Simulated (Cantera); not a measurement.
Charge: 1 mol AlN, 0.68 mol H2O, 0.77 mol N2, at 1748.15 K and 3.20 mbar.

Cantera equilibrium calculation (NASA polynomials, part measured and part estimated; ideal gas, pure solids and liquids). Mutual solubility and eutectic melting of coexisting phases are not modelled. Equilibrium is a limit: real reactors are often held back by kinetics, nucleation or transport.

```json
[
 {"species": "N2", "before": "0.593", "after": "0.521"},
 {"species": "H2", "before": "0.403", "after": "0.271"},
 {"species": "Al", "before": "0.000614", "after": "0.0988"},
 {"species": "Al2O", "before": "0.000151", "after": "0.0934"},
 {"species": "H", "before": "0.00257", "after": "0.0150"},
 {"species": "AlO", "before": "2.67e-8", "after": "1.11e-5"},
 {"species": "AlH", "before": "1.16e-5", "after": "0.000814"},
 {"species": "AlOH", "before": "2.89e-6", "after": "0.000109"},
 {"species": "AlN(s), mol", "before": "0.545", "after": "0"},
 {"species": "Al2O3(s), mol", "before": "0.227", "after": "0.151"}
]
```
Gas species are given as mole fractions.

**Question.** Which change was made?
A) H2O from 0.68 to 0.12 mol
B) temperature from 1748.15 K to 1050 K
C) temperature from 1748.15 K to 1098.15 K
D) temperature from 1748.15 K to 2000 K

**Answer.** D, temperature from 1748.15 K to 2000 K. The tables' values for AlOH are old estimates; treat these amounts as uncertain
